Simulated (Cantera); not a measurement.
A freely propagating, adiabatic, planar premixed flame of H2 : O2 : N2 = 1 : 0.625 : 2.35 (molar parts), equivalence ratio 0.80, unburnt at 673 K and 3750 Torr; mixture-averaged transport, grid criteria slope 0.08 and curve 0.16, no radiation.

Computed with Cantera and the H2/O2 subset of GRI-Mech 3.0, which has no nitrogen chemistry. The hydrogen kinetics of GRI-Mech 3.0 are dated; newer H2 mechanisms differ, most at raised pressure. Burning velocities carry a grid error of a few per cent, more on coarse grids.

Problem. What does this change do: 0.18 parts H2O added?

Solution. 
```csv
quantity,before,after
laminar burning velocity,682 cm/s,562 cm/s
thermal thickness,0.0600 mm,0.0588 mm
peak x(OH),0.0176,0.0155
peak x(HO2),0.000828,0.000960
peak x(H),0.0224,0.0164
peak x(O),0.0101,0.00737
```

Problem. What does this change do: inlet temperature 673 to 448 K?

Solution. 
```tsv
quantity	before	after
laminar burning velocity	682 cm/s	250 cm/s
thermal thickness	0.0600 mm	0.0554 mm
peak x(OH)	0.0176	0.0128
peak x(HO2)	0.000828	0.000976
peak x(H)	0.0224	0.0121
peak x(O)	0.0101	0.00621
```
